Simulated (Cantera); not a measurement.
## C₂F₆ + HCl (fluorocarbon and chlorocarbon gases)

Input: 1 mol C₂F₆, 0.17 mol HCl, held at 1625 °C.

Cantera equilibrium calculation (NASA polynomials, part measured and part estimated; ideal gas, pure solids and liquids). Candidate condensed phases: C, C₆H₆, C₇H₈, C₈H₁₈; 118 gas species. The feed counts by its element totals alone. Gases not in the tables: C₂F₆ and larger saturated fluorocarbons. Rates play no part.

From 1.00 Pa to 1.00 bar the condensed part is C(graphite). The main C-bearing gas is CF₂ at 1.00 Pa and CF₄ at 1.00 bar. The share of C in condensed phases is highest at 1.00 Pa (54.9 %) and lowest at 27.0 Pa (20.3 %).

| P (Pa) | log p CF₄ | log p F | log p CF₂ | log p HF | log p Cl | log p CClF₃ | log p Cl₂ | n C(graphite) |
|---|---|---|---|---|---|---|---|---|
| 1 | -6.91 | -5.12 | -5.80 | -6.48 | -6.48 | -12.24 | -12.34 | 1.10 |
| 5.20 | -5.02 | -4.65 | -4.85 | -5.58 | -5.58 | -9.92 | -10.54 | 0.442 |
| 27 | -3.88 | -4.36 | -4.28 | -4.70 | -4.70 | -8.19 | -8.78 | 0.406 |
| 140 | -3.03 | -4.15 | -3.85 | -3.92 | -3.92 | -6.77 | -7.22 | 0.466 |
| 720 | -2.27 | -3.96 | -3.47 | -3.18 | -3.19 | -5.46 | -5.76 | 0.504 |
| 3700 | -1.54 | -3.78 | -3.11 | -2.46 | -2.48 | -4.21 | -4.35 | 0.523 |
| 19000 | -0.82 | -3.60 | -2.75 | -1.75 | -1.83 | -3.02 | -3.04 | 0.531 |
| 100000 | -0.09 | -3.41 | -2.38 | -1.04 | -1.26 | -1.90 | -1.91 | 0.531 |
log p: log10 of the partial pressure in bar; n: condensed amount in mol.
